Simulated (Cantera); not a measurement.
Charge: 1 mol Fe(CO)₅, 2.1 mol H₂, 53 mol N₂, 1 mol O₂, equilibrated at 3750 Torr.

These are equilibrium values from Cantera (NASA tables, ideal gas, pure condensed phases), not measurements of a reactor. Candidate condensed phases: C, C₆H₆, C₇H₈, C₈H₁₈, Fe, Fe(CO)₅, FeO, Fe(OH)₂, Fe(OH)₃, Fe₂O₃, Fe₃O₄, H₂O; 140 gas species. Mutual solubility and eutectic melting of coexisting phases are not modelled. The tables' stoichiometric FeO is somewhat more stable than real wüstite, so its field is too wide. FeO: taken at fixed stoichiometry. Condensed phases not in the tables: cementite and carbon dissolved in iron. The numbers say what is thermodynamically allowed, not how fast it happens.

log p: log10 of the partial pressure in bar; n: condensed amount in mol.

```json
[
 {"T (K)": "975", "log p N₂": "0.65", "log p CO": "-0.52", "log p H₂": "-0.84", "log p CO₂": "-1.06", "log p H₂O": "-1.58", "log p CH₄": "-2.58", "log p NH₃": "-4.10", "n C(graphite)": "0.324", "n FeO(s)": "1.00", "n Fe(α)": "0", "n Fe(γ)": "0"},
 {"T (K)": "1000", "log p N₂": "0.64", "log p CO": "-0.48", "log p H₂": "-0.84", "log p CO₂": "-1.07", "log p H₂O": "-1.58", "log p CH₄": "-2.83", "log p NH₃": "-4.17", "n C(graphite)": "0", "n FeO(s)": "0.688", "n Fe(α)": "0.312", "n Fe(γ)": "0"},
 {"T (K)": "1025", "log p N₂": "0.64", "log p CO": "-0.48", "log p H₂": "-0.84", "log p CO₂": "-1.09", "log p H₂O": "-1.56", "log p CH₄": "-3.14", "log p NH₃": "-4.24", "n C(graphite)": "0", "n FeO(s)": "0.693", "n Fe(α)": "0.307", "n Fe(γ)": "0"},
 {"T (K)": "1050", "log p N₂": "0.64", "log p CO": "-0.47", "log p H₂": "-0.84", "log p CO₂": "-1.10", "log p H₂O": "-1.54", "log p CH₄": "-3.44", "log p NH₃": "-4.31", "n C(graphite)": "0", "n FeO(s)": "0.697", "n Fe(α)": "0.303", "n Fe(γ)": "0"},
 {"T (K)": "1075", "log p N₂": "0.64", "log p CO": "-0.47", "log p H₂": "-0.84", "log p CO₂": "-1.11", "log p H₂O": "-1.51", "log p CH₄": "-3.73", "log p NH₃": "-4.38", "n C(graphite)": "0", "n FeO(s)": "0.700", "n Fe(α)": "0.300", "n Fe(γ)": "0"},
 {"T (K)": "1100", "log p N₂": "0.64", "log p CO": "-0.47", "log p H₂": "-0.85", "log p CO₂": "-1.12", "log p H₂O": "-1.49", "log p CH₄": "-4.01", "log p NH₃": "-4.45", "n C(graphite)": "0", "n FeO(s)": "0.702", "n Fe(α)": "0.298", "n Fe(γ)": "0"},
 {"T (K)": "1125", "log p N₂": "0.64", "log p CO": "-0.47", "log p H₂": "-0.85", "log p CO₂": "-1.13", "log p H₂O": "-1.47", "log p CH₄": "(withheld)", "log p NH₃": "(withheld)", "n C(graphite)": "0", "n FeO(s)": "0.704", "n Fe(α)": "0.296", "n Fe(γ)": "0"},
 {"T (K)": "1150", "log p N₂": "0.64", "log p CO": "-0.46", "log p H₂": "-0.86", "log p CO₂": "-1.14", "log p H₂O": "-1.45", "log p CH₄": "-4.54", "log p NH₃": "-4.57", "n C(graphite)": "0", "n FeO(s)": "0.705", "n Fe(α)": "0.295", "n Fe(γ)": "0"},
 {"T (K)": "1175", "log p N₂": "0.64", "log p CO": "-0.46", "log p H₂": "-0.86", "log p CO₂": "-1.15", "log p H₂O": "-1.44", "log p CH₄": "(withheld)", "log p NH₃": "(withheld)", "n C(graphite)": "0", "n FeO(s)": "0.706", "n Fe(α)": "0.294", "n Fe(γ)": "0"},
 {"T (K)": "1200", "log p N₂": "0.64", "log p CO": "-0.46", "log p H₂": "-0.86", "log p CO₂": "-1.16", "log p H₂O": "-1.42", "log p CH₄": "-5.02", "log p NH₃": "-4.69", "n C(graphite)": "0", "n FeO(s)": "0.705", "n Fe(α)": "0", "n Fe(γ)": "0.295"}
]
```

**Question.** Fill in the missing entries.

**Answer.** 
- 1125, log p CH₄: -4.28
- 1125, log p NH₃: -4.51
- 1175, log p CH₄: -4.78
- 1175, log p NH₃: -4.63
